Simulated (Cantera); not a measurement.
**Ammonia decomposition in nitride growth gas**

An isothermal, constant-pressure homogeneous reactor starts with NH3 : H2 = 1 : 30 (molar parts), at 2300 K and 0.390 bar.

Model: the gas-phase N/H chemistry of the illustrative SiF4/NH3 mechanism in the Surface Chemkin manual (1991), integrated in Cantera. Walls and surfaces, which speed up NH3 decomposition in real reactors, are not modelled.

| t (s) | x NH3 | x H2 | x N2H2 | x N2H4 | x N2 | x NH2 |
|---|---|---|---|---|---|---|
| 0.000300 | 0.0320 | 0.966 | 3.90e-8 | 6.60e-10 | 1.25e-5 | 0.000173 |
| 0.000917 | 0.0306 | 0.965 | 3.55e-7 | 3.18e-9 | 0.000588 | 0.000381 |
| 0.00280 | 0.0225 | 0.968 | 3.55e-7 | 2.68e-9 | 0.00451 | 0.000349 |
| 0.00857 | 0.00759 | 0.973 | 1.19e-7 | 6.62e-10 | 0.0118 | 0.000174 |
| 0.0262 | 0.000326 | 0.970 | 1.62e-9 | 5.24e-12 | 0.0153 | 1.55e-5 |
| 0.0801 | 4.25e-5 | 0.969 | 3.19e-11 | <1e-12 | 0.0155 | 2.13e-6 |
| 0.245 | 1.15e-5 | 0.969 | 2.40e-12 | <1e-12 | 0.0155 | 5.75e-7 |
| 0.749 | 3.57e-6 | 0.969 | <1e-12 | <1e-12 | 0.0155 | 1.79e-7 |
| 2.29 | 1.24e-6 | 0.969 | <1e-12 | <1e-12 | 0.0155 | 6.24e-8 |
| 7.00 | 6.53e-7 | 0.969 | <1e-12 | <1e-12 | 0.0155 | 3.28e-8 |
| 21.4 | 6.06e-7 | 0.969 | <1e-12 | <1e-12 | 0.0155 | 3.04e-8 |
| 65.4 | 6.06e-7 | 0.969 | <1e-12 | <1e-12 | 0.0155 | 3.04e-8 |
| 200 | 6.06e-7 | 0.969 | <1e-12 | <1e-12 | 0.0155 | 3.04e-8 |
x: mole fraction; the columns are a selection and need not sum to one.

Equilibrium at this temperature and pressure: NH3 6.06e-7, H2 0.969, N2H2 <1e-12, N2H4 <1e-12, N2 0.0155, NH2 3.04e-8 (gas phase only).
